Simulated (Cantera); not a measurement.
Thermodynamics of fluorocarbon and chlorocarbon gases, feed C₂F₆ + H₂

Feed: 1 mol C₂F₆, 0.076 mol H₂, equilibrated at 1373 K.

Equilibrium computed with Cantera from the NASA thermochemical tables; the gas is ideal and each condensed phase is pure. Candidate condensed phases: C, C₆H₆, C₇H₈, C₈H₁₈; 95 gas species. The feed counts by its element totals alone. Gases not in the tables: C₂F₆ and larger saturated fluorocarbons. Kinetics and transport are ignored.

From 1.00e-5 bar to 1.00 bar the condensed part is C(graphite). The main C-bearing gas is CF₄ throughout.

```json
[
 {"P (Pa)": "1", "log p CF₄": "-5.04", "log p HF": "-6.03", "log p CF₂": "-7.79", "log p F": "-7.99", "log p CF₃": "-9.02", "log p CHF₃": "-13.04", "log p H₂F₂": "-16.86", "n C(graphite)": "0.537"},
 {"P (Pa)": "3.60", "log p CF₄": "-4.49", "log p HF": "-5.47", "log p CF₂": "-7.51", "log p F": "-7.85", "log p CF₃": "-8.60", "log p CHF₃": "-12.21", "log p H₂F₂": "-15.75", "n C(graphite)": "0.537"},
 {"P (Pa)": "13", "log p CF₄": "-3.93", "log p HF": "-4.91", "log p CF₂": "-7.24", "log p F": "-7.71", "log p CF₃": "-8.18", "log p CHF₃": "-11.37", "log p H₂F₂": "-14.63", "n C(graphite)": "0.538"},
 {"P (Pa)": "46", "log p CF₄": "-3.38", "log p HF": "-4.36", "log p CF₂": "-6.96", "log p F": "-7.57", "log p CF₃": "-7.77", "log p CHF₃": "-10.55", "log p H₂F₂": "-13.53", "n C(graphite)": "0.538"},
 {"P (Pa)": "170", "log p CF₄": "-2.81", "log p HF": "-3.80", "log p CF₂": "-6.68", "log p F": "-7.43", "log p CF₃": "-7.34", "log p CHF₃": "-9.70", "log p H₂F₂": "-12.40", "n C(graphite)": "0.538"},
 {"P (Pa)": "600", "log p CF₄": "-2.26", "log p HF": "-3.25", "log p CF₂": "-6.40", "log p F": "-7.29", "log p CF₃": "-6.93", "log p CHF₃": "-8.88", "log p H₂F₂": "-11.30", "n C(graphite)": "0.538"},
 {"P (Pa)": "2200", "log p CF₄": "-1.70", "log p HF": "-2.68", "log p CF₂": "-6.12", "log p F": "-7.15", "log p CF₃": "-6.51", "log p CHF₃": "-8.03", "log p H₂F₂": "-10.17", "n C(graphite)": "0.538"},
 {"P (Pa)": "7700", "log p CF₄": "-1.16", "log p HF": "-2.14", "log p CF₂": "-5.85", "log p F": "-7.01", "log p CF₃": "-6.10", "log p CHF₃": "-7.21", "log p H₂F₂": "-9.08", "n C(graphite)": "0.538"},
 {"P (Pa)": "28000", "log p CF₄": "-0.60", "log p HF": "-1.58", "log p CF₂": "-5.57", "log p F": "-6.87", "log p CF₃": "-5.68", "log p CHF₃": "-6.37", "log p H₂F₂": "-7.96", "n C(graphite)": "0.538"},
 {"P (Pa)": "100000", "log p CF₄": "-0.04", "log p HF": "-1.03", "log p CF₂": "-5.29", "log p F": "-6.74", "log p CF₃": "-5.27", "log p CHF₃": "-5.54", "log p H₂F₂": "-6.86", "n C(graphite)": "0.538"}
]
```
log p: log10 of the partial pressure in bar; n: condensed amount in mol.
